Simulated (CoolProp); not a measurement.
n-butane along the isotherm 575 K: Z from the reference equation and from simpler models built on Tc = 425.1 K, pc = 3.796 MPa, ω = 0.201; each cubic takes its own stable root.

Values from CoolProp's reference Helmholtz-energy equation of state, Bücker 2006.

```
p (MPa)          phase  reference
-------  -------------  ---------
0.8                gas     0.9762
1.6                gas     0.9519
2.4                gas     0.9274
3.2                gas     0.9028
4        supercritical     0.8783
4.8      supercritical     0.8542
5.6      supercritical     0.8309
6.4      supercritical     0.8089
7.2      supercritical     0.7886
8        supercritical     0.7704
8.8      supercritical     0.7548
9.6      supercritical     0.7421
10.4     supercritical     0.7325
11.2     supercritical     0.7262
12       supercritical     0.7229
```

Task: How far does each simpler model (van der Waals, Redlich-Kwong, Soave-Redlich-Kwong, Peng-Robinson) lie from the reference over these 15 states: mean and median of the absolute difference, and the worst?

Result: 
- van der Waals: mean 6.4 %, median 6.8 %, worst -10.9 % at 575 K and 8.8 MPa
- Redlich-Kwong: mean 2.9 %, median 3.2 %, worst -4.1 % at 575 K and 8 MPa
- Soave-Redlich-Kwong: mean 3.2 %, median 2.7 %, worst +7.9 % at 575 K and 12 MPa
- Peng-Robinson: mean 1.2 %, median 1.3 %, worst -1.8 % at 575 K and 4.8 MPa
